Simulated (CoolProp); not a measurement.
Vapour-liquid equilibrium of propylene (1) + dimethyl ether (2) at 308.3 K; x and y are mole fractions of (1).

The numbers come from the multi-fluid Helmholtz-energy mixture model, Lemmon 2013 and Wu 2011; pair parameters Bell 2016 in CoolProp.

Task: Give the bubble pressure and the first vapour's composition at x = 0.25, 0.35, 0.85. Is there an azeotrope?

Result: x = 0.25: 0.9925 MPa, y = 0.377; x = 0.35: 1.069 MPa, y = 0.486; x = 0.85: 1.393 MPa, y = 0.890. No azeotrope shows between x = 0.05 and 0.95.

Pair parameters are fitted to limited data, so mixtures are less certain than the pure fluids.
